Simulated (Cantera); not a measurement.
Mixture: CH4 : H2 : O2 : N2 = 1 : 0.094 : 2.56 : 17.7 (molar parts), equivalence ratio 0.80, at 66000 Pa, adiabatic and at constant volume. Ignition delay is the time to a rise of 400 K.

Model: GRI-Mech 3.0 (53 species, 325 reactions), integrated in Cantera.

Q: Predict: delay at 1248 K; delay at 1448 K; delay at 1648 K; delay at 1848 K; delay at 2048 K; apparent activation energy between 1848 and 2048 K.

A: 
- delay at 1248 K = 21.2 ms
- delay at 1448 K = 2.43 ms
- delay at 1648 K = 0.490 ms
- delay at 1848 K = 0.147 ms
- delay at 2048 K = 56.7 µs
- apparent activation energy between 1848 and 2048 K = 150 kJ/mol
